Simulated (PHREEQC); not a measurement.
## Buffer

A solution holds 2.9 mmol/kgw KHCO3, 6.3 mmol/kgw Na2CO3 and 130 mmol/kgw NaHF2, at 80 °C. Closed to the air; pH follows from the charge balance.

The numbers come from PHREEQC with the ion-association model, phreeqc.dat.

This is a speciation only: nothing precipitates in the calculation.

What pH, activity of water does the model give?

pH 3.61; activity of water 0.994.

In which forms is Na present?

Na+ 97 %, NaF 3.0 % of the Na.

Complexes and solids missing from the database can't appear. Constants without temperature data keep their 25 °C values here.
